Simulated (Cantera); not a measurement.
An isothermal, constant-pressure homogeneous reactor starts with CH4 : CO2 = 1 : 0.5 (molar parts), at 1373 K and 5.00 bar. Integrator tolerance rtol = 1e-08.

Cantera simulation using GRI-Mech 3.0 (53 species, 325 reactions); the numbers are that mechanism's predictions, not measurements. GRI-Mech 3.0 stops at C3 and has no aromatics, soot or wall deposition, so with more carbon than oxygen in the feed, carbon stays in small species such as C2H2 where larger ones or solid carbon would form.

What does this change do: CO2 0.5 to 0.16 parts?


```json
[
 {"quantity": "x(CH4) at 40.0 s", "before": "0.298 (gas-phase equilibrium 0.189)", "after": "0.455 (gas-phase equilibrium 0.435)"},
 {"quantity": "x(CO2) at 40.0 s", "before": "0.0775 (gas-phase equilibrium 3.90e-5)", "after": "0.0168 (gas-phase equilibrium 2.60e-6)"},
 {"quantity": "x(H2O2) at 40.0 s", "before": "<1e-12 (gas-phase equilibrium <1e-12)", "after": "<1e-12 (gas-phase equilibrium <1e-12)"},
 {"quantity": "x(CO) at 40.0 s", "before": "0.235 (gas-phase equilibrium 0.397)", "after": "0.120 (gas-phase equilibrium 0.202)"},
 {"quantity": "x(H2) at 40.0 s", "before": "0.185 (gas-phase equilibrium 0.409)", "after": "0.236 (gas-phase equilibrium 0.315)"},
 {"quantity": "x(C2H4) at 40.0 s", "before": "0.0408 (gas-phase equilibrium 0.00337)", "after": "0.0588 (gas-phase equilibrium 0.0301)"},
 {"quantity": "x(H2O) at 40.0 s", "before": "0.125 (gas-phase equilibrium 8.25e-5)", "after": "0.0678 (gas-phase equilibrium 8.33e-6)"}
]
```
